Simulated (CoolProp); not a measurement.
A single-stage vapour-compression cycle with hydrogen sulfide: evaporating at 204.15 K (dew point), condensing at 228.15 K (bubble point), superheat 5 K, subcooling 2 K, compressor efficiency 0.65, no pressure losses. Each further row changes one setting.

Computed with CoolProp (reference Helmholtz-energy equation of state, Lemmon 2006). It is a short technical equation, of lower accuracy than the large ones.

```
case                              cooling COP  pressure ratio  discharge temperature (K)  refrigerating effect (kJ/kg)  volumetric capacity (kJ/m³)
--------------------------------  -----------  --------------  -------------------------  ----------------------------  ---------------------------
as stated                                4.89            3.26                      316.4                           518                          657
evaporating temperature 209.15 K         6.50            2.48                      295.8                           522                          851
condensing temperature 223.15 K          6.32            2.61                      294.0                           528                          670
subcooling 7 K                           4.98            3.26                      316.4                           528                          670
superheat 15 K                           4.75            3.26                      331.4                           528                          638
compressor efficiency 0.55               4.14            3.26                      335.1                           518                          657
```
